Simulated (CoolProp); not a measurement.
Vapour-liquid equilibrium of propane (1) + cyclopropane (2) at 532 kPa; x and y are mole fractions of (1).

The numbers come from the multi-fluid Helmholtz-energy mixture model, Lemmon 2009 and Polt 1992; pair parameters Bell 2016 in CoolProp. This equation is an older, rougher fit; its heat capacities, sound speeds and derivatives of the liquid may be far off and weren't checked against measurements.

```csv
x,bubble temperature (K),y at the bubble point,dew temperature at overall composition x (K),liquid density (mol/L)
0.05,286.1,0.076,286.4,14.92
0.2,283.2,0.273,284.3,14.37
0.35,281.1,0.433,282.2,13.84
0.5,279.4,0.570,280.2,13.34
0.65,278.2,0.695,278.6,12.86
0.8,277.4,0.819,277.5,12.42
0.95,277.0,0.951,277.0,12.00
```

No azeotrope shows between x = 0.05 and 0.95.

Pair parameters are fitted to limited data, so mixtures are less certain than the pure fluids.
